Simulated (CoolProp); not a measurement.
Dimethyl carbonate along the isobar 5.24 MPa: Z from the reference equation and from simpler models built on Tc = 557.0 K, pc = 4.909 MPa, ω = 0.346; each cubic takes its own stable root.

Computed with CoolProp (reference Helmholtz-energy equation of state, Zhou 2011).

```csv
T (K),phase,reference
396.6,liquid,0.1532
407.4,liquid,0.1517
418.3,liquid,0.1504
429.1,liquid,0.1494
439.9,liquid,0.1487
450.7,liquid,0.1482
461.5,liquid,0.1479
472.3,liquid,0.1480
483.2,liquid,0.1485
494,liquid,0.1495
504.8,liquid,0.1510
515.6,liquid,0.1534
526.4,liquid,0.1570
```

Task: How far does each simpler model (van der Waals, Redlich-Kwong, Soave-Redlich-Kwong, Peng-Robinson) lie from the reference over these 13 states: mean and median of the absolute difference, and the worst?

Result: 
- van der Waals: mean 65.5 %, median 65.4 %, worst +67.2 % at 396.6 K and 5.24 MPa
- Redlich-Kwong: mean 20.5 %, median 19.7 %, worst +26.5 % at 526.4 K and 5.24 MPa
- Soave-Redlich-Kwong: mean 14.3 %, median 13.3 %, worst +20.6 % at 526.4 K and 5.24 MPa
- Peng-Robinson: mean 2.1 %, median 1.3 %, worst +7.3 % at 526.4 K and 5.24 MPa
